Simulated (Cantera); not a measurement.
An adiabatic, constant-volume homogeneous reactor starts with H₂ : O₂ : N₂ : NO = 1 : 0.25 : 0.94 : 0.0039 (molar parts), at 950 K and 1.00 bar. Integrator tolerance rtol = 1e-08.

Computed with Cantera and GRI-Mech 3.0 (53 species, 325 reactions). The mechanism lacks 2 NO + O2 → 2 NO2 and HONO, so NO2 and the effect of NO are under-described below about 1400 K.

**Question.** What does this change do: 0.057 parts CO2 added?

**Answer.** 
```csv
quantity,before,after
time of steepest temperature rise,0.405 ms,0.423 ms
temperature at 7.00 s,2784 K,2727 K
equilibrium temperature,2784 K,2727 K
x(H₂) at 7.00 s,0.244 (gas-phase equilibrium 0.244),0.216 (gas-phase equilibrium 0.216)
x(O₂) at 7.00 s,0.000165 (gas-phase equilibrium 0.000165),0.000157 (gas-phase equilibrium 0.000157)
x(NO) at 7.00 s,0.000787 (gas-phase equilibrium 0.000787),0.000700 (gas-phase equilibrium 0.000700)
x(OH) at 7.00 s,0.00664 (gas-phase equilibrium 0.00664),0.00591 (gas-phase equilibrium 0.00591)
x(H) at 7.00 s,0.0237 (gas-phase equilibrium 0.0237),0.0183 (gas-phase equilibrium 0.0183)
x(O) at 7.00 s,0.000406 (gas-phase equilibrium 0.000406),0.000318 (gas-phase equilibrium 0.000318)
```

**Question.** What does this change do: initial temperature 950 to 1548 K?

**Answer.** 
```
quantity                                                              before                                      after
---------------------------------  -----------------------------------------  -----------------------------------------
time of steepest temperature rise                                   0.405 ms                                    12.1 µs
temperature at 7.00 s                                                 2784 K                                     2959 K
equilibrium temperature                                               2784 K                                     2959 K
x(H₂) at 7.00 s                          0.244 (gas-phase equilibrium 0.244)        0.234 (gas-phase equilibrium 0.234)
x(O₂) at 7.00 s                    0.000165 (gas-phase equilibrium 0.000165)  0.000827 (gas-phase equilibrium 0.000827)
x(NO) at 7.00 s                    0.000787 (gas-phase equilibrium 0.000787)    0.00220 (gas-phase equilibrium 0.00220)
x(OH) at 7.00 s                      0.00664 (gas-phase equilibrium 0.00664)      0.0160 (gas-phase equilibrium 0.0160)
x(H) at 7.00 s                         0.0237 (gas-phase equilibrium 0.0237)      0.0511 (gas-phase equilibrium 0.0511)
x(O) at 7.00 s                     0.000406 (gas-phase equilibrium 0.000406)    0.00214 (gas-phase equilibrium 0.00214)
```
